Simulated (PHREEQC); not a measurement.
Model water analysis in mmol/kgw, 66 °C, pH 6.53, pe 0.5: Na 0.721; K 0.219; Ca 1.13; Mg 0.716; Cl 0.31; S(6) 0.549; Alkalinity (meq/kgw) 3.17; Zn 0.00089.

Na is adjusted to close the charge balance.
Valence states are taken as typed.

The numbers come from PHREEQC with the ion-association model, wateq4f.dat.

The ionic strength comes out as 0.00630 mol/kgw. What activity coefficients do K+, CaHCO3+, CO3-2, Ca+2, Cl- get?

K+ 0.91, CaHCO3+ 0.92, CO3-2 0.70, Ca+2 0.70, Cl- 0.91.

No solid was allowed to form. Complexes and solids missing from the database can't appear. At this temperature some constants are extrapolated from 25 °C, and those without enthalpy data are left unchanged. The database's zinc carbonate complexes are estimates, stronger than later reviews accept.
